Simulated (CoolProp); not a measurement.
Vapour-liquid equilibrium of carbon dioxide (1) + propane (2) at 6.41 bar; x and y are mole fractions of (1).

Model: multi-fluid Helmholtz-energy mixture model, Span 1996 and Lemmon 2009; pair parameters Kunz 2012, in CoolProp.

Question: Give the bubble temperature and the first vapour's composition at x = 0.2, 0.35, 0.8. Is there an azeotrope?

Answer: x = 0.2: -30.6 °C, y = 0.766; x = 0.35: -41.8 °C, y = 0.870; x = 0.8: -49.5 °C, y = 0.936. No azeotrope shows between x = 0.05 and 0.95.

Pair parameters are fitted to limited data, so mixtures are less certain than the pure fluids. With so large a gap from Raoult's law the liquid may split in two, which this calculation doesn't test in full.
